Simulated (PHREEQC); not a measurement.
A solution holds 0.00165 mol H2SO4, 0.00045 mol K2SO4 and 0.0029 mol H3BO3 per kg of water, at 32 °C. Closed to the air; pH follows from the charge balance.

The numbers come from PHREEQC with the Pitzer model, pitzer.dat.

The ionic strength comes out as 0.00549 mol/kgw. What activity coefficients do K+, SO4-2, H+, HSO4- get?

K+ 0.92, SO4-2 0.72, H+ 0.92, HSO4- 0.92. Single-ion values are on the MacInnes scale.

Precipitation was switched off in this run. Complexes and solids missing from the database can't appear.
